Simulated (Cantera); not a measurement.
Mixture: C₃H₈ : O₂ : N₂ = 1 : 3.57 : 13.4 (molar parts), at 3380 Torr, adiabatic and at constant pressure. Ignition delay is the time to a rise of 400 K.

Detailed kinetics in Cantera: GRI-Mech 3.0 (53 species, 325 reactions). GRI-Mech 3.0 was tuned for natural gas; its chemistry of propane as a main component is partial and can be far from experiment.

**Question.** Predict: delay at 1200 K; delay at 1250 K; delay at 1300 K; delay at 1350 K; delay at 1400 K; delay at 1450 K; apparent activation energy between 1350 and 1450 K.

**Answer.** 
- delay at 1200 K: 2.93 ms
- delay at 1250 K: 1.15 ms
- delay at 1300 K: 0.481 ms
- delay at 1350 K: 0.218 ms
- delay at 1400 K: 0.107 ms
- delay at 1450 K: 56.9 µs
- apparent activation energy between 1350 and 1450 K: 220 kJ/mol
